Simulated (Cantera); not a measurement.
A closed system holds: 1 mol Si3N4, 0.19 mol O2, at 1675 K and 1.00 bar.

Equilibrium computed with Cantera from the NASA thermochemical tables; the gas is ideal and each condensed phase is pure. Candidate condensed phases: Si, SiO2, Si2N2O, Si3N4; 16 gas species. Mutual solubility and eutectic melting of coexisting phases are not modelled. Kinetics and transport are ignored.

Base state: N2 1.000 (mole fractions); condensed: Si2N2O(s) + Si3N4(s).

Task: What changes in the equilibrium state with this change: O2 from 0.19 to 8.8 mol?

Result: 
| species | before | after |
|---|---|---|
| O2 | <1e-9 | 0.742 |
| N2 | 1.000 | 0.255 |
| NO | <1e-9 | 0.00282 |
| O | <1e-9 | 2.94e-5 |
| NO2 | <1e-9 | 1.77e-5 |
| Si2N2O(s), mol | 0.380 | 0 |
| Si3N4(s), mol | 0.747 | 0 |
| SiO2(β-quartz), mol | 0 | 3.00 |
The tables hold silica as quartz up to 1696 K and as liquid above; real silica turns to tridymite and cristobalite and melts near 1996 K.
